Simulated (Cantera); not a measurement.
# Hydrocarbon pyrolysis for carbon deposition

An isothermal, constant-pressure homogeneous reactor starts with 29.4 % C2H6, 70.6 % N2, at 2000 K and 0.0132 atm.

Cantera simulation using GRI-Mech 3.0 (53 species, 325 reactions); the numbers are that mechanism's predictions, not measurements. GRI-Mech 3.0 stops at C3 and has no aromatics, soot or wall deposition, so with more carbon than oxygen in the feed, carbon stays in small species such as C2H2 where larger ones or solid carbon would form. Radical loss at walls, strong at low pressure, is not modelled.

```json
[
 {"t (s)": "3.00e-5", "x C2H6": "0.152", "x CH3": "0.129", "x C2H4": "0.0167", "x CH4": "0.0126", "x C2H": "1.56e-7", "x CH2": "0.000437", "x H2": "0.0227"},
 {"t (s)": "7.05e-5", "x C2H6": "0.0450", "x CH3": "0.153", "x C2H4": "0.0641", "x CH4": "0.0393", "x C2H": "9.84e-6", "x CH2": "0.000651", "x H2": "0.0763"},
 {"t (s)": "0.000166", "x C2H6": "0.00212", "x CH3": "0.0809", "x C2H4": "0.0670", "x CH4": "0.0688", "x C2H": "6.40e-5", "x CH2": "0.000462", "x H2": "0.170"},
 {"t (s)": "0.000389", "x C2H6": "0.000186", "x CH3": "0.0288", "x C2H4": "0.0293", "x CH4": "0.0678", "x C2H": "5.40e-5", "x CH2": "0.000179", "x H2": "0.247"},
 {"t (s)": "0.000915", "x C2H6": "5.61e-5", "x CH3": "0.0132", "x C2H4": "0.00958", "x CH4": "0.0586", "x C2H": "3.52e-5", "x CH2": "7.71e-5", "x H2": "0.285"},
 {"t (s)": "0.00215", "x C2H6": "2.22e-5", "x CH3": "0.00746", "x C2H4": "0.00277", "x CH4": "0.0483", "x C2H": "2.55e-5", "x CH2": "4.02e-5", "x H2": "0.306"},
 {"t (s)": "0.00505", "x C2H6": "9.94e-6", "x CH3": "0.00473", "x C2H4": "0.00104", "x CH4": "0.0371", "x C2H": "2.14e-5", "x CH2": "2.50e-5", "x H2": "0.322"},
 {"t (s)": "0.0119", "x C2H6": "4.31e-6", "x CH3": "0.00310", "x C2H4": "0.000436", "x CH4": "0.0246", "x C2H": "2.16e-5", "x CH2": "1.83e-5", "x H2": "0.338"},
 {"t (s)": "0.0279", "x C2H6": "1.34e-6", "x CH3": "0.00180", "x C2H4": "0.000139", "x CH4": "0.0123", "x C2H": "2.53e-5", "x CH2": "1.39e-5", "x H2": "0.353"},
 {"t (s)": "0.0656", "x C2H6": "2.12e-7", "x CH3": "0.000796", "x C2H4": "3.05e-5", "x CH4": "0.00406", "x C2H": "3.43e-5", "x CH2": "9.17e-6", "x H2": "0.363"},
 {"t (s)": "0.154", "x C2H6": "1.31e-8", "x CH3": "0.000237", "x C2H4": "8.96e-6", "x CH4": "0.000784", "x C2H": "5.29e-5", "x CH2": "4.53e-6", "x H2": "0.365"},
 {"t (s)": "0.362", "x C2H6": "4.12e-10", "x CH3": "4.95e-5", "x C2H4": "6.30e-6", "x CH4": "0.000116", "x C2H": "7.45e-5", "x CH2": "1.37e-6", "x H2": "0.365"},
 {"t (s)": "0.851", "x C2H6": "2.50e-11", "x CH3": "1.21e-5", "x C2H4": "6.00e-6", "x CH4": "2.61e-5", "x C2H": "8.07e-5", "x CH2": "3.65e-7", "x H2": "0.364"},
 {"t (s)": "2.00", "x C2H6": "8.47e-12", "x CH3": "6.17e-6", "x C2H4": "5.99e-6", "x CH4": "1.33e-5", "x C2H": "8.09e-5", "x CH2": "1.88e-7", "x H2": "0.364"}
]
```
x: mole fraction; the columns are a selection and need not sum to one.

Equilibrium at this temperature and pressure: C2H6 9.08e-12, CH3 6.97e-6, C2H4 3.70e-6, CH4 1.51e-5, C2H 4.99e-5, CH2 2.12e-7, H2 0.365 (gas phase only).
